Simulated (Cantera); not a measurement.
Cantera run, input and output.

```python
import numpy as np
import cantera as ct

gas = ct.Solution("gri30.yaml")
gas.TPX = 975, 630, {'H2': 0.059, 'O2': 1}
reactor = ct.IdealGasConstPressureReactor(gas, energy="off", clone=False)
net = ct.ReactorNet([reactor])
net.rtol, net.atol = 1e-08, 1e-18
show = ['H2', 'O2', 'HO2', 'H2O', 'O', 'OH']
times = np.geomspace(6e-06, 7, 10)

steps = ct.SolutionArray(gas, extra=["t"])
rows = []
print(f"{'t/s':>10s}{'T/K':>9s}{'P/Pa':>11s}" + "".join(f"{s:>11s}" for s in show))
for t in times:
    while net.time < t:
        t_next = net.step()
        steps.append(gas.state, t=t_next)
    rows.append([np.interp(t, steps.t, y) for y in (steps.T, steps.P, *steps(*show).X.T)])
    print(f"{t:10.3e}{rows[-1][0]:9.1f}{rows[-1][1]:11.4g}" + "".join(f"{x:11.3e}" for x in rows[-1][2:]))
rate = np.gradient(steps.T, steps.t)
print("integrator steps:", len(steps.t))
if steps.T.max() > steps.T[0] + 200:
    print(f"time of steepest temperature rise: {steps.t[rate.argmax()]:.4e} s")
gas.TPX = 975, 630, {'H2': 0.059, 'O2': 1}
gas.equilibrate("TP")
print(f"equilibrium (TP): T = {gas.T:.1f} K  " + "  ".join(f"{s} {gas[s].X[0]:.3e}" for s in show))
```

Output:

```
       t/s      T/K       P/Pa         H2         O2        HO2        H2O          O         OH
 6.000e-06    975.0        630  5.571e-02  9.443e-01  7.176e-13  7.079e-17  6.293e-15  6.244e-15
 2.833e-05    975.0        630  5.571e-02  9.443e-01  3.389e-12  6.659e-15  1.360e-13  1.314e-13
 1.338e-04    975.0        630  5.571e-02  9.443e-01  1.602e-11  5.793e-13  2.714e-12  2.330e-12
 6.316e-04    975.0        630  5.571e-02  9.443e-01  7.601e-11  3.642e-11  4.844e-11  2.865e-11
 2.982e-03    975.0        630  5.571e-02  9.443e-01  3.900e-10  4.210e-09  2.613e-09  1.166e-09
 1.408e-02    975.0        630  4.646e-02  9.384e-01  2.851e-06  6.951e-03  3.549e-03  1.347e-03
 6.649e-02    975.0        630  6.019e-04  9.286e-01  3.467e-06  5.341e-02  1.195e-02  1.101e-03
 3.140e-01    975.0        630  5.274e-05  9.414e-01  1.556e-06  5.701e-02  1.104e-03  3.055e-04
 1.482e+00    975.0        630  2.269e-06  9.426e-01  2.489e-07  5.727e-02  5.176e-05  6.575e-05
 7.000e+00    975.0        630  1.442e-07  9.427e-01  2.778e-08  5.730e-02  3.672e-06  1.762e-05
integrator steps: 1588
equilibrium (TP): T = 975.0 K  H2 3.047e-11  O2 9.427e-01  HO2 4.064e-10  H2O 5.731e-02  O 8.882e-10  OH 2.733e-07
```

Cantera simulation using GRI-Mech 3.0 (53 species, 325 reactions); the numbers are that mechanism's predictions, not measurements. Radical loss at walls, strong at low pressure, is not modelled. The temperature is held fixed by assumption; the heat of reaction is taken as removed at once.
